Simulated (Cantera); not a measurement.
Input: 1 mol SiO₂, 1.6 mol CH₄, 0.31 mol CO, held at 18000 Pa.

Method: chemical equilibrium by Gibbs-energy minimisation in Cantera with the NASA 1993 tables (ideal gas, pure condensed phases). Candidate condensed phases: C, C₆H₆, C₇H₈, C₈H₁₈, H₂O, Si, SiC, SiO₂; 123 gas species. Gases not in the tables: Si₂H₆ and higher silanes. Rates play no part.

Over these rows the condensed part is SiC(s). Partial pressures as log10 of bar:

```json
[
 {"T (K)": "1825", "1000/T (1/K)": "0.5479", "log p Si₂C": "-7.90", "log p H₂": "-0.98", "log p CO": "-1.28", "log p SiO": "-1.64"},
 {"T (K)": "1900", "1000/T (1/K)": "0.5263", "log p Si₂C": "-7.20", "log p H₂": "-0.98", "log p CO": "-1.28", "log p SiO": "-1.64"},
 {"T (K)": "1975", "1000/T (1/K)": "0.5063", "log p Si₂C": "-6.55", "log p H₂": "-0.98", "log p CO": "-1.28", "log p SiO": "-1.64"},
 {"T (K)": "2050", "1000/T (1/K)": "0.4878", "log p Si₂C": "-5.96", "log p H₂": "-0.98", "log p CO": "-1.28", "log p SiO": "-1.64"},
 {"T (K)": "2125", "1000/T (1/K)": "0.4706", "log p Si₂C": "-5.41", "log p H₂": "-0.98", "log p CO": "-1.28", "log p SiO": "-1.64"},
 {"T (K)": "2200", "1000/T (1/K)": "0.4545", "log p Si₂C": "?", "log p H₂": "-0.99", "log p CO": "-1.28", "log p SiO": "-1.65"}
]
```

Q: Fit log p(Si₂C) = a + b·(1000/T) to the five rows, give the apparent enthalpy, and predict the row at 2200 K.

A: Means: 1000/T = 0.5078, log p = -6.604. Sxy = -0.120373, Sxx = 0.0037363, so b = -32.22 and a = -6.604 − (-32.22)×0.5078 = 9.76.
Apparent enthalpy: −19.145 × (-32.22) = 617 kJ/mol. With the condensed phases at unit activity, 3/2 SiC(s) + 1/2 SiO(g) = Si₂C(g) + 1/2 CO(g) links this pressure to the main gases: over the six rows their terms move log p by -0.01 in all, so the slope is close to that reaction's ΔH°. The five rows lie within 0.01 of the line.
Prediction at 2200 K: 9.76 + (-32.22)×0.4545 = -4.88. The computed value is -4.89, 0.01 from the line.
